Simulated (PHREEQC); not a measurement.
0.67 g of hydrous ferric oxide (600 m²/g; 0.2 weak and 0.005 strong sites per Fe, Dzombak-Morel constants, diffuse double layer) in 1 kg of water with 0.3 mol/kgw of an inert sodium salt and 0.0003 mol NaF, 2.6e-05 mol ZnCl2 and 0.00066 mol Na2SO4, at 25 °C; the pH is set by adding NaOH or the inert anion's acid. Oxygen is held at 0.21 atm. The system is closed to CO2. Precipitation was switched off in this run.

Computed with PHREEQC (ion-association model, wateq4f.dat).

```tsv
pH	F sorbed (%)	Zn sorbed (%)	S sorbed (%)	surface charge σ (C/m²)	surface potential ψ (mV)
4	37.6	0.1	45.8	0.190	93
4.5	37.9	0.5	43.3	0.183	91
5	36.3	4.5	38.1	0.168	87
5.5	33.0	25.6	29.7	0.145	80
6	28.0	65.0	19.3	0.117	70
6.5	21.5	90.6	9.9	0.089	58
7	14.2	98.3	3.7	0.061	43
7.5	7.8	99.7	1.0	0.033	25
8	3.7	100.0	0.2	0.007	5
8.5	1.6	100.0	0.0	-0.020	-16
9	0.7	100.0	0.0	-0.049	-36
9.5	0.3	100.0	0.0	-0.085	-56
10	0.1	100.0	0.0	-0.128	-74
10.5	0.1	100.0	0.0	-0.181	-90
11	0.0	99.9	0.0	-0.238	-103
11.5	0.0	99.6	0.0	-0.291	-113
12	0.0	94.0	0.0	-0.330	-119
```
